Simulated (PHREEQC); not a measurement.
Solution (25 °C): 0.23 mol Cu(NO3)2 and 0.014 mol H3BO3 per kg of water. It is in equilibrium with CO2 at log p = -1 (atm). Otherwise closed; pH follows from the charge balance.

Equilibrium calculation in PHREEQC: ion-association model, phreeqc.dat.

Question: The ionic strength comes out as 0.690 mol/kgw. What activity coefficients do CuHCO3+, Cu2(OH)2+2, H+, NO3-, HCO3- get?

Answer: CuHCO3+ 0.75, Cu2(OH)2+2 0.31, H+ 0.75, NO3- 0.58, HCO3- 0.67.

This is a speciation only: nothing precipitates in the calculation.
